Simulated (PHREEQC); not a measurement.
# Silver or lead bath: speciation

Solution (25 °C): 0.0091 mol/kgw Ag2SO4 and 0.042 mol/kgw Na2SO4. Closed to the air; pH follows from the charge balance.

All values are PHREEQC results (ion-association model, wateq4f.dat), not measurements.

- pH = 7.05
- ionic strength = 0.135 mol/kgw

```json
[
 {"species": "Na+", "molality": "0.0785", "activity": "0.0601", "log γ": "-0.116"},
 {"species": "SO4-2", "molality": "0.0417", "activity": "0.0140", "log γ": "-0.472"},
 {"species": "Ag+", "molality": "0.0143", "activity": "0.0109", "log γ": "-0.116"},
 {"species": "NaSO4-", "molality": "0.00549", "activity": "0.00423", "log γ": "-0.113"},
 {"species": "AgSO4-", "molality": "0.00391", "activity": "0.00299", "log γ": "-0.116"},
 {"species": "HSO4-", "molality": "1.61e-7", "activity": "1.22e-7", "log γ": "-0.121"},
 {"species": "OH-", "molality": "1.52e-7", "activity": "1.12e-7", "log γ": "-0.132"},
 {"species": "AgOH", "molality": "1.19e-7", "activity": "1.22e-7", "log γ": "0.013"},
 {"species": "H+", "molality": "1.09e-7", "activity": "8.91e-8", "log γ": "-0.090"}
]
```

No solid was allowed to form.
